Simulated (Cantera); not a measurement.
**Pyrogenic steam for wet oxidation**

A perfectly stirred reactor is fed with H2 : O2 : N2 : H2O = 0.32 : 1 : 4.7 : 0.023 (molar parts), at 0.474 atm; it is held at 923 K, and followed from long to short residence time.

Detailed kinetics in Cantera: GRI-Mech 3.0 (53 species, 325 reactions). Below about 950 K walls govern HO2 and H2O2 in real vessels. The temperature is held fixed by assumption; the heat of reaction is taken as removed at once.

| τ (s) | x H2 | x O2 | x H2O2 | x NO | x N2O | x HO2 |
|---|---|---|---|---|---|---|
| 7.9 | 0.00309 | 0.144 | 7.30e-5 | 4.70e-11 | 4.77e-8 | 1.48e-5 |
| 2.6 | 0.00652 | 0.145 | 0.000146 | 3.04e-11 | 2.45e-8 | 2.34e-5 |
| 0.84 | 0.0120 | 0.148 | 0.000212 | 3.58e-11 | 1.29e-8 | 3.37e-5 |
| 0.28 | 0.0163 | 0.150 | 0.000194 | 7.49e-11 | 8.59e-9 | 4.37e-5 |
| 0.090 | 0.0174 | 0.150 | 0.000105 | 2.50e-10 | 7.58e-9 | 5.15e-5 |
| 0.029 | 0.0178 | 0.150 | 4.30e-5 | 8.20e-10 | 7.10e-9 | 5.57e-5 |
| 0.0096 | 0.0199 | 0.151 | 1.78e-5 | 2.08e-9 | 5.94e-9 | 5.84e-5 |
| 0.0031 | 0.0242 | 0.153 | 8.06e-6 | 4.17e-9 | 4.23e-9 | 6.07e-5 |
| 0.0010 | 0.0310 | 0.156 | 4.24e-6 | 6.06e-9 | 2.51e-9 | 6.18e-5 |
x: mole fraction; the columns are a selection and need not sum to one.
